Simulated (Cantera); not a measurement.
Gas mixture: N2O : H2O = 0.92 : 0.74 (molar parts), at 0.0267 bar, frozen composition.

Cantera's kinetic-theory transport with the Lennard-Jones parameters of GRI-Mech 3.0, ideal gas; thermal conductivity in the multicomponent form. Polar gases are described roughly by these parameters. The composition is frozen, though it would react at the higher temperatures.

One state of this run: ρ (kg/m³) = 0.00904; cp (J/kg/K) = 1562; μ (µPa s) = 44.0; λ (mW/m/K) = 102; Pr = 0.676; D (cm²/s) H2 = 280; D (cm²/s) H = 466; D (cm²/s) N2 = 74.6. D: mixture-averaged diffusion coefficient of that species in the mixture.

Task: Which value of T (K) does it belong to?
(A) 1150
(B) 400
(C) 2150
(D) 650

Result: A, 1150
